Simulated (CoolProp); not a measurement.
Vapour-liquid equilibrium of carbon dioxide (1) + ethane (2) at 1170 kPa; x and y are mole fractions of (1).

Computed with CoolProp (multi-fluid Helmholtz-energy mixture model, Span 1996 and Bücker 2006; pair parameters Kunz 2012).

Q: Give the bubble temperature and the first vapour's composition at x = 0.2, 0.65, 0.8. Is there an azeotrope?

A: x = 0.2: 236.3 K, y = 0.360; x = 0.65: 231.2 K, y = 0.642; x = 0.8: 231.8 K, y = 0.720. y crosses x between x = 0.5 and 0.65: the model has an azeotrope there.

Pair parameters are fitted to limited data, so mixtures are less certain than the pure fluids.
